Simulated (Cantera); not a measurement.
# Ignition delay

Mixture: CH4 : O2 : N2 = 1 : 2.02 : 7.6 (molar parts), at 4.93 atm, adiabatic and at constant pressure. Ignition delay is the time to a rise of 400 K.

Detailed kinetics in Cantera: GRI-Mech 3.0 (53 species, 325 reactions).

```csv
T0 (K),delay (ms)
1250,5.30
1325,2.17
1400,0.940
1475,0.430
1550,0.207
1625,0.106
1700,0.0575
1775,0.0331
1850,0.0202
```

```
Item                                                     Value
--------------------------------------------------  ----------
apparent activation energy between 1700 and 1850 K  180 kJ/mol
```
